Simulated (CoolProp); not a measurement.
Vapour-liquid equilibrium of propane (1) + R134a (2) at 254.2 K; x and y are mole fractions of (1).

Computed with CoolProp (multi-fluid Helmholtz-energy mixture model, Lemmon 2009 and Tillner-Roth 1994; pair parameters Bell 2016).

Q: Give the bubble pressure and the first vapour's composition at x = 0.125, 0.725, 0.875. Is there an azeotrope?

A: x = 0.125: 251.4 kPa, y = 0.484; x = 0.725: 314.2 kPa, y = 0.680; x = 0.875: 300.6 kPa, y = 0.770. y crosses x between x = 0.65 and 0.725: the model has an azeotrope there.

The pair parameters rest on a limited set of measurements; away from them the model extrapolates. With so large a gap from Raoult's law the liquid may split in two, which this calculation doesn't test in full.
